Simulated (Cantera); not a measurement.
Input (Python, Cantera) and output of one run.

```python
import numpy as np
import cantera as ct

gas_names = """
    H HO2 H2 H2O H2O2 H2S H2SO4 O OH O2 O3 S SH SO SO2 SO3 S2 S2O S8
""".split()
cond_names = """
    H2O(s) H2O(L) H2SO4(L) S(cr1) S(cr2) S(L)
""".split()


def load(file, names, dense=False):
    # The tables refer to 1 bar. Condensed volumes are neglected.
    table = {s.name: s for s in ct.Species.list_from_file(file)}
    out = []
    for n in names:
        d = dict(table[n].input_data)
        d["thermo"] = dict(d["thermo"], **{"reference-pressure": 1e5})
        if dense:
            d["equation-of-state"] = {"model": "constant-volume", "density": "1e6 g/cm^3"}
        out.append(ct.Species.from_dict(d))
    return out


gas = ct.Solution(thermo="ideal-gas", species=load("nasa_gas.yaml", gas_names))
cond = {s.name: ct.Solution(thermo="fixed-stoichiometry", species=[s], name=s.name)
        for s in load("nasa_condensed.yaml", cond_names, dense=True)}
atoms = {
    'SO2': {'S': 1, 'O': 2},
    'H2': {'H': 2},
}
top_T = {}  # K; cautious upper limits of use, not melting points


def equilibrate(T, P, feed):
    n = {}
    for name, mol in feed.items():
        for a, k in atoms[name].items():
            n[a] = n.get(a, 0.0) + k * mol
    gas.TPX = T, P, n
    mass = sum(n.values()) * gas.mean_molecular_weight
    gas.equilibrate("TP")
    valid = [c for c in cond.values() if c.min_temp <= T <= top_T.get(c.name, c.max_temp)]
    mix = ct.Mixture([(gas, mass / gas.mean_molecular_weight)] + [(c, 0.0) for c in valid])
    mix.T, mix.P = T, P
    mix.equilibrate("TP", solver="vcs", rtol=1e-11, max_steps=5000)
    return mix


results = []
feed = {'SO2': 1, 'H2': 0.12}  # mol
P = 270  # Pa
for T in [1598, 1648, 1698, 1748, 1798, 1848, 1898]:
    mix = equilibrate(T, P, feed)
    results.append((T, P, feed, dict(zip(mix.species_names, mix.species_moles))))

top = {s: max(r[3][s] / sum(r[3][g] for g in gas_names) for r in results) for s in gas_names}
cols = sorted((s for s in top if top[s] > 1e-06), key=lambda s: -top[s])[:6]
seen = [c for c in cond_names if any(r[3].get(c, 0) > 1e-12 for r in results)]
print("log10 of partial pressures in bar; condensed amounts in mol")
print(f"{'T/K':>10s}" + "".join(f"{s[:9]:>10s}" for s in cols + seen))
for T, P, feed, n in results:
    ng = sum(n[g] for g in gas_names)
    print(f"{T:10.4g}" + "".join(f"{np.log10(max(n[s] / ng * P / 1e5, 1e-99)):10.3f}" for s in cols)
          + "".join(f"{n.get(c, 0):10.4g}" for c in seen))
```

Result:

```
log10 of partial pressures in bar; condensed amounts in mol
       T/K       SO2       H2O        SO        S2        H2         S
      1598    -2.640    -3.579    -4.206    -4.316    -4.524    -6.085
      1648    -2.642    -3.586    -4.100    -4.369    -4.474    -5.896
      1698    -2.645    -3.594    -4.005    -4.437    -4.432    -5.727
      1748    -2.647    -3.601    -3.921    -4.522    -4.397    -5.578
      1798    -2.650    -3.608    -3.849    -4.630    -4.371    -5.451
      1848    -2.654    -3.614    -3.789    -4.764    -4.353    -5.347
      1898    -2.656    -3.619    -3.741    -4.927    -4.345    -5.266
```

Equilibrium computed with Cantera from the NASA thermochemical tables; the gas is ideal and each condensed phase is pure.
